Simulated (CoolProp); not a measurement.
Saturation properties of hexamethyldisiloxane (MM).

Model: reference Helmholtz-energy equation of state, Thol 2016, in CoolProp.

```json
[
 {"T (K)": "258.5", "p (MPa)": "0.0005044", "enthalpy of vaporisation (kJ/kg)": "246.8", "liquid cp (kJ/(kg K))": "1.806", "vapour Z": "0.9987", "surface tension (mN/m)": "19.0"},
 {"T (K)": "271.2", "p (MPa)": "0.001197", "enthalpy of vaporisation (kJ/kg)": "241.0", "liquid cp (kJ/(kg K))": "1.834", "vapour Z": "0.9974", "surface tension (mN/m)": "17.9"},
 {"T (K)": "284", "p (MPa)": "0.002601", "enthalpy of vaporisation (kJ/kg)": "235.2", "liquid cp (kJ/(kg K))": "1.864", "vapour Z": "___", "surface tension (mN/m)": "16.7"},
 {"T (K)": "296.7", "p (MPa)": "0.005178", "enthalpy of vaporisation (kJ/kg)": "229.5", "liquid cp (kJ/(kg K))": "1.896", "vapour Z": "0.9924", "surface tension (mN/m)": "15.6"},
 {"T (K)": "309.4", "p (MPa)": "0.009614", "enthalpy of vaporisation (kJ/kg)": "223.8", "liquid cp (kJ/(kg K))": "1.929", "vapour Z": "0.9882", "surface tension (mN/m)": "14.4"},
 {"T (K)": "322.2", "p (MPa)": "0.01688", "enthalpy of vaporisation (kJ/kg)": "217.9", "liquid cp (kJ/(kg K))": "___", "vapour Z": "0.9822", "surface tension (mN/m)": "13.3"},
 {"T (K)": "334.9", "p (MPa)": "0.02799", "enthalpy of vaporisation (kJ/kg)": "212.0", "liquid cp (kJ/(kg K))": "2.000", "vapour Z": "0.9745", "surface tension (mN/m)": "12.2"},
 {"T (K)": "347.6", "p (MPa)": "0.04436", "enthalpy of vaporisation (kJ/kg)": "___", "liquid cp (kJ/(kg K))": "___", "vapour Z": "0.9646", "surface tension (mN/m)": "11.2"},
 {"T (K)": "360.3", "p (MPa)": "0.06757", "enthalpy of vaporisation (kJ/kg)": "199.6", "liquid cp (kJ/(kg K))": "2.075", "vapour Z": "0.9523", "surface tension (mN/m)": "___"},
 {"T (K)": "373.1", "p (MPa)": "0.09969", "enthalpy of vaporisation (kJ/kg)": "193.0", "liquid cp (kJ/(kg K))": "2.114", "vapour Z": "0.9373", "surface tension (mN/m)": "9.09"},
 {"T (K)": "385.8", "p (MPa)": "___", "enthalpy of vaporisation (kJ/kg)": "186.2", "liquid cp (kJ/(kg K))": "___", "vapour Z": "0.9195", "surface tension (mN/m)": "___"}
]
```

Problem. Some entries are withheld; supply them.

Solution. 
- 284, vapour Z: 0.9954
- 322.2, liquid cp (kJ/(kg K)): 1.964
- 347.6, enthalpy of vaporisation (kJ/kg): 205.9
- 347.6, liquid cp (kJ/(kg K)): 2.037
- 360.3, surface tension (mN/m): 10.1
- 385.8, p (MPa): 0.1422
- 385.8, liquid cp (kJ/(kg K)): 2.154
- 385.8, surface tension (mN/m): 8.10

It boils at 373.7 K under 1 atm.

Surface tension comes from a separate correlation (Mulero 2014), older than this fluid's equation and unchecked against measurements.
